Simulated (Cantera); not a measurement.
Input: 1 mol SiCl4, 2.2 mol Cl2, 14 mol H2, at 69000 Pa.

Equilibrium computed with Cantera from the NASA thermochemical tables; the gas is ideal and each condensed phase is pure. Candidate condensed phases: Si; 19 gas species. The tables' values for SiCl3 are old estimates; treat these amounts as uncertain. Equilibrium is a limit: real reactors are often held back by kinetics, nucleation or transport.

log p: log10 of the partial pressure in bar; nothing condenses.

| T (K) | log p H2 | log p HCl | log p SiCl4 | log p SiCl2 | log p SiCl3 | log p SiHCl3 | log p SiH2Cl2 |
|---|---|---|---|---|---|---|---|
| 800 | -0.32 | -0.75 | -1.40 | -10.58 | -7.01 | -4.01 | -7.72 |
| 900 | -0.33 | -0.75 | -1.40 | ___ | -5.74 | ___ | ___ |
| 1000 | -0.33 | -0.75 | -1.40 | -6.67 | -4.73 | -3.13 | -5.82 |
| 1100 | -0.33 | -0.75 | -1.41 | -5.27 | -3.91 | -2.82 | -5.15 |
| 1200 | -0.33 | -0.75 | -1.43 | -4.12 | -3.25 | -2.58 | -4.61 |
| 1300 | -0.33 | -0.74 | -1.47 | -3.20 | -2.72 | -2.41 | -4.20 |
| 1400 | -0.34 | -0.72 | ___ | ___ | -2.34 | ___ | ___ |
| 1500 | -0.35 | -0.69 | -1.75 | -2.01 | -2.13 | -2.39 | -3.84 |
| 1600 | -0.36 | -0.66 | -2.03 | -1.74 | -2.08 | -2.58 | -3.90 |

Q: Some entries are withheld; supply them.

A: 
- 900, log p SiCl2: -8.40
- 900, log p SiHCl3: -3.52
- 900, log p SiH2Cl2: -6.66
- 1400, log p SiCl4: -1.57
- 1400, log p SiCl2: -2.49
- 1400, log p SiHCl3: -2.33
- 1400, log p SiH2Cl2: -3.93
